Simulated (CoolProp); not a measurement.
Vapour-liquid equilibrium of R13 (1) + R113 (2) at 262.4 K; x and y are mole fractions of (1).

Values from CoolProp's multi-fluid Helmholtz-energy mixture model, Platzer 1990 and Marx 1992; pair parameters Bell 2016. This equation is an older, rougher fit; its heat capacities, sound speeds and derivatives of the liquid may be far off and weren't checked against measurements.

| x | bubble pressure (MPa) | y at the bubble point | dew pressure at overall composition x (MPa) | liquid density (mol/L) |
|---|---|---|---|---|
| 0.05 | 0.1069 | 0.918 | 0.009166 | 8.937 |
| 0.125 | 0.2440 | 0.964 | ? | 9.166 |
| 0.2 | ? | 0.977 | 0.01089 | 9.403 |
| 0.275 | 0.4870 | ? | 0.01202 | ? |
| 0.35 | 0.5958 | 0.986 | 0.01340 | 9.894 |
| 0.425 | 0.6979 | 0.988 | 0.01515 | 10.15 |
| 0.5 | 0.7947 | 0.990 | ? | 10.40 |
| 0.575 | ? | 0.992 | 0.02051 | 10.65 |
| 0.65 | 0.9790 | 0.993 | 0.02491 | 10.89 |
| 0.725 | 1.071 | 0.994 | ? | 11.12 |
| 0.8 | 1.166 | 0.995 | 0.04360 | 11.31 |
| 0.875 | 1.269 | 0.997 | 0.06977 | 11.45 |
| 0.95 | 1.389 | ? | 0.1742 | 11.48 |

Problem. Complete the blanks.

Solution. 
- 0.125, dew pressure at overall composition x (MPa): 0.009953
- 0.2, bubble pressure (MPa): 0.3702
- 0.275, y at the bubble point: 0.983
- 0.275, liquid density (mol/L): 9.646
- 0.5, dew pressure at overall composition x (MPa): 0.01743
- 0.575, bubble pressure (MPa): 0.8878
- 0.725, dew pressure at overall composition x (MPa): 0.03170
- 0.95, y at the bubble point: 0.998

No azeotrope shows between x = 0.05 and 0.95.

Pair parameters are fitted to limited data, so mixtures are less certain than the pure fluids. The gap from Raoult's law changes sign with composition, which may be real or a fault of the pair parameters; it wasn't checked against measurements.
